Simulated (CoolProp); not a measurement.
A closed Brayton cycle with carbon dioxide: compressor inlet 317.15 K and 8.5 MPa, high pressure 22 MPa, turbine inlet 795 K, compressor efficiency 0.8, turbine efficiency 0.93, recuperator effectiveness 0.95 (on enthalpy, no pinch check). Each further row changes one setting.

Computed with CoolProp (reference Helmholtz-energy equation of state, Span 1996).

| case | thermal efficiency (%) | net work (kJ/kg) | compressor to turbine work | compressor exit (K) | turbine exit (K) |
|---|---|---|---|---|---|
| as stated | 35.4 | 81.1 | 0.35 | 387.0 | 680.2 |
| turbine inlet 745 K | 33.2 | 72.1 | 0.37 | 387.0 | 634.5 |
| compressor inlet 327.15 K | 33.9 | 72.0 | 0.42 | 408.4 | 680.2 |
| high pressure 18.7 MPa | 34.5 | 70.1 | 0.33 | 374.8 | 699.4 |
| recuperator effectiveness 0.5 | 21.2 | 81.1 | 0.35 | 387.0 | 680.2 |
